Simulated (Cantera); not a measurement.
Transport properties of process gases

Gas mixture: N₂ : CO = 0.66 : 0.35 (molar parts), at 0.681 atm, frozen composition.

Cantera's kinetic-theory transport with the Lennard-Jones parameters of GRI-Mech 3.0, ideal gas; thermal conductivity in the mixture-averaged form.

```json
[
 {"T (K)": "400", "ρ (kg/m³)": "0.581", "cp (J/kg/K)": "1047", "μ (µPa s)": "22.2", "λ (mW/m/K)": "32.4", "Pr": "0.718", "D (cm²/s) N₂": "0.502", "D (cm²/s) CH₃": "0.549", "D (cm²/s) H": "2.97"},
 {"T (K)": "600", "ρ (kg/m³)": "0.387", "cp (J/kg/K)": "1078", "μ (µPa s)": "29.4", "λ (mW/m/K)": "44.8", "Pr": "0.708", "D (cm²/s) N₂": "1.00", "D (cm²/s) CH₃": "1.10", "D (cm²/s) H": "5.99"},
 {"T (K)": "800", "ρ (kg/m³)": "0.291", "cp (J/kg/K)": "1127", "μ (µPa s)": "35.6", "λ (mW/m/K)": "56.8", "Pr": "0.707", "D (cm²/s) N₂": "1.63", "D (cm²/s) CH₃": "1.80", "D (cm²/s) H": "9.75"},
 {"T (K)": "1000", "ρ (kg/m³)": "0.232", "cp (J/kg/K)": "1174", "μ (µPa s)": "41.3", "λ (mW/m/K)": "68.2", "Pr": "0.710", "D (cm²/s) N₂": "2.36", "D (cm²/s) CH₃": "2.62", "D (cm²/s) H": "14.2"},
 {"T (K)": "1200", "ρ (kg/m³)": "0.194", "cp (J/kg/K)": "1209", "μ (µPa s)": "46.5", "λ (mW/m/K)": "79.1", "Pr": "0.710", "D (cm²/s) N₂": "3.20", "D (cm²/s) CH₃": "3.55", "D (cm²/s) H": "19.2"},
 {"T (K)": "1400", "ρ (kg/m³)": "0.166", "cp (J/kg/K)": "1236", "μ (µPa s)": "51.3", "λ (mW/m/K)": "89.5", "Pr": "0.709", "D (cm²/s) N₂": "4.13", "D (cm²/s) CH₃": "4.59", "D (cm²/s) H": "24.9"},
 {"T (K)": "1600", "ρ (kg/m³)": "0.145", "cp (J/kg/K)": "1258", "μ (µPa s)": "56.0", "λ (mW/m/K)": "99.4", "Pr": "0.708", "D (cm²/s) N₂": "5.15", "D (cm²/s) CH₃": "5.72", "D (cm²/s) H": "31.0"},
 {"T (K)": "1800", "ρ (kg/m³)": "0.129", "cp (J/kg/K)": "1275", "μ (µPa s)": "60.4", "λ (mW/m/K)": "109", "Pr": "0.707", "D (cm²/s) N₂": "6.26", "D (cm²/s) CH₃": "6.96", "D (cm²/s) H": "37.7"}
]
```
D: mixture-averaged diffusion coefficient of that species in the mixture.
